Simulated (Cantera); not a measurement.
A perfectly stirred reactor is fed with H2 : O2 : N2 = 1.8 : 1 : 5.1 (molar parts), equivalence ratio 0.90, at 21000 Pa; it is held at 1400 K, and followed from long to short residence time.

Detailed kinetics in Cantera: GRI-Mech 3.0 (53 species, 325 reactions). The temperature is held fixed by assumption; the heat of reaction is taken as removed at once.

Q: Predict: x(H2) at τ = 0.900 s; x(O2) at τ = 0.900 s; x(NO) at τ = 0.900 s; x(N2O) at τ = 0.900 s; x(H2) at τ = 14.0 ms; x(O2) at τ = 14.0 ms; x(NO) at τ = 14.0 ms; x(N2O) at τ = 14.0 ms.

A: 
```json
{
  "x(H2) at τ = 0.900 s": "0.00115",
  "x(O2) at τ = 0.900 s": "0.0146",
  "x(NO) at τ = 0.900 s": "1.95e-6",
  "x(N2O) at τ = 0.900 s": "5.85e-8",
  "x(H2) at τ = 14.0 ms": "0.0117",
  "x(O2) at τ = 14.0 ms": "0.0200",
  "x(NO) at τ = 14.0 ms": "9.45e-6",
  "x(N2O) at τ = 14.0 ms": "2.19e-8"
}
```
